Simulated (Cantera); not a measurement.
Charge: 1 mol SiCl4, 0.053 mol C2H2, 480 mol H2, at 1900 °C.

Equilibrium computed with Cantera from the NASA thermochemical tables; the gas is ideal and each condensed phase is pure. Candidate condensed phases: C, C6H6, C7H8, C8H18, Si, SiC; 109 gas species. Mutual solubility and eutectic melting of coexisting phases are not modelled. The tables' values for SiCl are old estimates; treat these amounts as uncertain. Gases not in the tables: Si2H6 and higher silanes. The numbers say what is thermodynamically allowed, not how fast it happens.

x: gas mole fraction; n: condensed amount in mol.

```json
[
 {"P (Pa)": "100", "x H2": "0.850", "x H": "0.141", "x HCl": "0.00686", "x Si": "0.00188", "x Cl": "0.000829", "n SiC(s)": "0", "n Si(l)": "0"},
 {"P (Pa)": "400", "x H2": "0.917", "x H": "0.0731", "x HCl": "0.00752", "x Si": "0.00190", "x Cl": "0.000437", "n SiC(s)": "0", "n Si(l)": "0"},
 {"P (Pa)": "1600", "x H2": "0.953", "x H": "0.0372", "x HCl": "0.00785", "x Si": "0.00181", "x Cl": "0.000224", "n SiC(s)": "0", "n Si(l)": "0"},
 {"P (Pa)": "6300", "x H2": "0.971", "x H": "(withheld)", "x HCl": "0.00796", "x Si": "(withheld)", "x Cl": "(withheld)", "n SiC(s)": "0", "n Si(l)": "0"},
 {"P (Pa)": "25000", "x H2": "0.981", "x H": "(withheld)", "x HCl": "0.00788", "x Si": "(withheld)", "x Cl": "(withheld)", "n SiC(s)": "(withheld)", "n Si(l)": "0"},
 {"P (Pa)": "100000", "x H2": "0.986", "x H": "0.00479", "x HCl": "0.00796", "x Si": "0.000283", "x Cl": "2.82e-5", "n SiC(s)": "0.0637", "n Si(l)": "0.513"}
]
```

Q: Fill in the missing entries.

A: 
- 6300, x H: 0.0189
- 6300, x Si: 0.00156
- 6300, x Cl: 0.000113
- 25000, x H: 0.00956
- 25000, x Si: 0.00110
- 25000, x Cl: 5.61e-5
- 25000, n SiC(s): 0.0510
